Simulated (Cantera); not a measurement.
An adiabatic, constant-pressure homogeneous reactor starts with 8.84 % CH₃OH, 8.29 % O₂, 82.9 % N₂, at 1323 K and 9750 Torr.

Model: GRI-Mech 3.0 (53 species, 325 reactions), integrated in Cantera. GRI-Mech 3.0 was tuned for natural gas; its chemistry of methanol as a main component is partial and can be far from experiment. The pressure lies above the range GRI-Mech 3.0 was tuned for (to about 10 atm).

**Question.** Predict: time of steepest temperature rise; temperature at 0.400 s; equilibrium temperature; x(O₂) at 0.400 s; x(HCN) at 0.400 s; x(O) at 0.400 s; x(CH₂O) at 0.400 s.

**Answer.** 
| Property | Value |
|---|---|
| time of steepest temperature rise | 0.228 ms |
| temperature at 0.400 s | 2125 K |
| equilibrium temperature | 2125 K |
| x(O₂) at 0.400 s | 3.47e-7 (gas-phase equilibrium 3.47e-7) |
| x(HCN) at 0.400 s | 8.23e-8 (gas-phase equilibrium 8.23e-8) |
| x(O) at 0.400 s | 2.71e-7 (gas-phase equilibrium 2.71e-7) |
| x(CH₂O) at 0.400 s | 1.07e-8 (gas-phase equilibrium 1.07e-8) |
